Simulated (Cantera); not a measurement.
A perfectly stirred reactor is fed with 37.9 % NO, 60.6 % N₂, 1.52 % H₂O, at 1330 Pa; it is held at 2123 K, and followed from long to short residence time.

Cantera simulation using GRI-Mech 3.0 (53 species, 325 reactions); the numbers are that mechanism's predictions, not measurements. Radical loss at walls, strong at low pressure, is not modelled.

One state of this run: x NO = 0.321; x N₂O = 1.20e-5; x N₂ = 0.633; x O = 0.00211; x O₂ = 0.0272; x NO₂ = 2.08e-5. x: mole fraction; the columns are a selection and need not sum to one.

Problem. Which value of τ (s) does it belong to?
A. 0.028
B. 0.69
C. 0.082
D. 17

Solution. B, 0.69
